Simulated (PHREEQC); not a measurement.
Dissolve 53 mmol/kgw SrCl2 at 25 °C. Closed to the air; pH follows from the charge balance.

Equilibrium calculation in PHREEQC: ion-association model, wateq4f.dat.

The ionic strength is 0.159 mol/kgw.

```
species  molality  activity   log γ
-------  --------  --------  ------
Cl-         0.106    0.0773  -0.137
Sr+2       0.0530    0.0183  -0.462
H+        1.36e-7   1.10e-7  -0.093
OH-       1.25e-7   9.08e-8  -0.139
SrOH+     1.13e-8   8.50e-9  -0.123
```

Precipitation was switched off in this run. Species that the database lacks are ignored.
